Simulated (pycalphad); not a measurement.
Source of the numbers: pycalphad with the COST 507 light-alloy database (1999); pressure 1 atm. These are 1990s assessments: newer ones move some temperatures and phases. Phase fractions are per mole of atoms.

Problem. Give the equilibrium state of Si-76.97Cu (wt.%) at 1070 K.

Solution. 
```
T = 1070.00 K, P = 101325 Pa, N = 1 mol of atoms
G = -48305 J/mol, H = 21878 J/mol, S = 65.59 J/(mol K)  (SER reference)
chemical potentials (J/mol): Si -33758, Cu -58153
phase             fraction      x(Si)      x(Cu)
CU19SI6_ETA         0.7846     0.2400     0.7600
DIAMOND_A4          0.2154     1.0000       none
```

Problem. Give the equilibrium state of Si-76.97Cu (wt.%) at 1190 K.

Solution. 
```
T = 1190.00 K, P = 101325 Pa, N = 1 mol of atoms
G = -57359 J/mol, H = 36728 J/mol, S = 79.06 J/(mol K)  (SER reference)
chemical potentials (J/mol): Si -39826, Cu -69229
phase             fraction      x(Si)      x(Cu)
LIQUID              0.9440     0.3683     0.6317
DIAMOND_A4          0.0560     1.0000       none
```

Database names, with the compositions (at.%) that they take in these runs: CU19SI6_ETA: Cu 76 Si 24. DIAMOND_A4 is diamond (Si). An entry "none" or "no" means that the model of the phase leaves that element out.
